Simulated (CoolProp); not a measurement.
Values from CoolProp's reference Helmholtz-energy equation of state, Lemmon 2006. It is a short technical equation, of lower accuracy than the large ones.

Question: Give the vapour pressure (MPa), liquid cp (kJ/(kg K)), vapour Z, surface tension (mN/m) of saturated n-decane at 163.25 °C.

Answer: 
```csv
T (°C),p (MPa),liquid cp (kJ/(kg K)),vapour Z,surface tension (mN/m)
163.25,0.0762,2.76,0.948,11.3
```

Surface tension comes from a separate correlation (Mulero 2012).
